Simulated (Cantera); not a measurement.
An isothermal, constant-pressure homogeneous reactor starts with 0.984 % CH₄, 98.4 % H₂, 0.600 % H, at 1650 K and 2670 Pa.

Computed with Cantera and GRI-Mech 3.0 (53 species, 325 reactions). GRI-Mech 3.0 stops at C3 and has no aromatics, soot or wall deposition, so with more carbon than oxygen in the feed, carbon stays in small species such as C2H2 where larger ones or solid carbon would form. Radical loss at walls, strong at low pressure, is not modelled.

Question: Predict: x(CH₄) at 20.0 s; x(H₂) at 20.0 s; x(H) at 20.0 s; x(C₂H) at 20.0 s; x(CH₃) at 20.0 s.

Answer: 
```
Quantity                                              Value
----------------  -----------------------------------------
x(CH₄) at 20.0 s   0.00160 (gas-phase equilibrium 0.000354)
x(H₂) at 20.0 s         0.994 (gas-phase equilibrium 0.994)
x(H) at 20.0 s    0.000553 (gas-phase equilibrium 0.000559)
x(C₂H) at 20.0 s    9.91e-9 (gas-phase equilibrium 1.15e-8)
x(CH₃) at 20.0 s    1.80e-5 (gas-phase equilibrium 4.03e-6)
```
